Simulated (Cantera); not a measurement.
Gas mixture: C3H8 = 0.15 (molar parts), at 18.0 Pa, frozen composition.

Cantera's kinetic-theory transport with the Lennard-Jones parameters of GRI-Mech 3.0, ideal gas; thermal conductivity in the multicomponent form. The composition is frozen, though it would react at the higher temperatures.

D: mixture-averaged diffusion coefficient of that species in the mixture.

| T (K) | ρ (kg/m³) | cp (J/kg/K) | μ (µPa s) | λ (mW/m/K) | Pr | D (cm²/s) N2 | D (cm²/s) H2 | D (cm²/s) OH |
|---|---|---|---|---|---|---|---|---|
| 400 | 0.000239 | 2134 | 10.9 | 30.6 | 0.758 | 1090 | 4360 | 1640 |
| 550 | 0.000174 | 2739 | 14.4 | 51.9 | 0.759 | 1920 | 7520 | 2870 |
| 700 | 0.000136 | (withheld) | (withheld) | (withheld) | 0.759 | (withheld) | (withheld) | (withheld) |
| 850 | 0.000112 | 3634 | 20.3 | 97.6 | 0.758 | 4060 | 15700 | 6060 |
| 1000 | 9.55e-5 | 3960 | (withheld) | (withheld) | 0.756 | (withheld) | (withheld) | (withheld) |
| 1150 | 8.30e-5 | 4195 | 25.4 | 141 | 0.755 | 6770 | 25900 | 10100 |

### Question
Some entries are withheld; supply them.

### Answer

- 700, cp (J/kg/K): 3237
- 700, μ (µPa s): 17.5
- 700, λ (mW/m/K): 74.8
- 700, D (cm²/s) N2: 2910
- 700, D (cm²/s) H2: 11300
- 700, D (cm²/s) OH: 4350
- 1000, μ (µPa s): 23.0
- 1000, λ (mW/m/K): 120
- 1000, D (cm²/s) N2: 5350
- 1000, D (cm²/s) H2: 20500
- 1000, D (cm²/s) OH: 7970
